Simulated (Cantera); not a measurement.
A closed system holds: 1 mol CH₃SiH₃, 0.14 mol CH₄, 4.4 mol H₂, at 30.8 Torr.

Method: chemical equilibrium by Gibbs-energy minimisation in Cantera with the NASA 1993 tables (ideal gas, pure condensed phases). Candidate condensed phases: C, C₆H₆, C₇H₈, C₈H₁₈, Si, SiC; 87 gas species. The feed counts by its element totals alone. Gases not in the tables: Si₂H₆ and higher silanes. Rates play no part.

x: gas mole fraction; n: condensed amount in mol.

| T (K) | x H₂ | x H | x Si | x C₂H₂ (acetylene) | x SiC₂ | x Si₂C | n C(graphite) | n SiC(s) |
|---|---|---|---|---|---|---|---|---|
| 2000 | 0.991 | 0.00800 | 5.82e-5 | 0.000761 | 2.41e-6 | 1.60e-6 | 0.129 | 0.999 |
| 2050 | 0.988 | 0.0111 | 0.000124 | 0.00105 | 6.43e-6 | 4.17e-6 | 0.125 | 0.999 |
| 2100 | 0.983 | [?] | [?] | [?] | [?] | [?] | 0.120 | 0.997 |
| 2150 | 0.977 | 0.0206 | 0.000503 | 0.00189 | 3.98e-5 | 2.47e-5 | 0.115 | 0.995 |
| 2200 | 0.969 | 0.0274 | 0.000965 | 0.00248 | 9.27e-5 | 5.66e-5 | 0.109 | 0.990 |
| 2250 | 0.959 | 0.0359 | 0.00180 | 0.00321 | 0.000208 | 0.000125 | 0.104 | 0.981 |
| 2300 | 0.945 | [?] | [?] | [?] | [?] | [?] | 0.102 | 0.964 |
| 2350 | 0.928 | 0.0593 | 0.00577 | 0.00512 | 0.000943 | 0.000546 | 0.104 | 0.934 |
| 2400 | 0.905 | 0.0747 | 0.00996 | 0.00631 | 0.00191 | 0.00109 | 0.117 | 0.880 |
| 2450 | 0.876 | 0.0928 | 0.0168 | 0.00764 | 0.00376 | 0.00211 | 0.147 | 0.785 |

### Question
Complete the blanks.

### Answer

- 2300, x H: 0.0465
- 2300, x Si: 0.00326
- 2300, x C₂H₂ (acetylene): 0.00408
- 2300, x SiC₂: 0.000451
- 2300, x Si₂C: 0.000265
- 2100, x H: 0.0153
- 2100, x Si: 0.000254
- 2100, x C₂H₂ (acetylene): 0.00142
- 2100, x SiC₂: 1.63e-5
- 2100, x Si₂C: 1.04e-5
